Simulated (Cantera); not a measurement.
A Cantera script and its output.

```python
import numpy as np
import cantera as ct

gas = ct.Solution("gri30.yaml")


def delay(T, t_max=10):
    gas.TPX = T, 101325, {'CH4': 1, 'O2': 3.51, 'N2': 13.2}
    reactor = ct.IdealGasConstPressureReactor(gas, clone=False)
    net = ct.ReactorNet([reactor])
    net.rtol, net.atol = 1e-8, 1e-16
    while net.time < t_max:
        t_old, T_old = net.time, reactor.T
        net.step()
        if reactor.T > T + 400:  # ignition: a rise of 400 K
            return t_old + (T + 400 - T_old) / (reactor.T - T_old) * (net.time - t_old)
    return np.nan


taus = []
for T in [1250, 1325, 1400, 1475, 1550, 1625]:
    taus.append(delay(T))
    print(f"T0 = {T:6g} K   tau = {taus[-1]:.4e} s")
```

Result:

```
T0 =   1250 K   tau = 1.6802e-02 s
T0 =   1325 K   tau = 6.3699e-03 s
T0 =   1400 K   tau = 2.6481e-03 s
T0 =   1475 K   tau = 1.2134e-03 s
T0 =   1550 K   tau = 6.1268e-04 s
T0 =   1625 K   tau = 3.3728e-04 s
```

Model: GRI-Mech 3.0 (53 species, 325 reactions), integrated in Cantera.
